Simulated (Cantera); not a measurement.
Cantera with NASA thermochemical tables; ideal gases at 1 bar, condensed phases pure. Values are per mole of reaction as written; species without (g) are pure solids or liquids, kept so even where they would boil at 1 bar. TaC: taken at fixed stoichiometry.

**Question.** Between 973 and 2773 K, where is each reaction favourable under standard conditions?
- 2 TaC + 4 H2O2(g) ⇌ Ta2O5 + 3 O(g) + 2 CH4(g)
- 4 H2O2(g) + 2 TaC ⇌ O3(g) + Ta2O5 + 2 CH4(g)

**Answer.** 
- 2 TaC + 4 H2O2(g) ⇌ Ta2O5 + 3 O(g) + 2 CH4(g): ΔG° is -604 kJ at 973 K and -718 kJ at 2773 K; it stays negative (K > 1). ΔH° is -362 kJ and ΔS° 128 J/K at 2773 K.
- 4 H2O2(g) + 2 TaC ⇌ O3(g) + Ta2O5 + 2 CH4(g): ΔG° is -963 kJ at 973 K and -602 kJ at 2773 K; it stays negative (K > 1). ΔH° is -968 kJ and ΔS° -132 J/K at 2773 K.
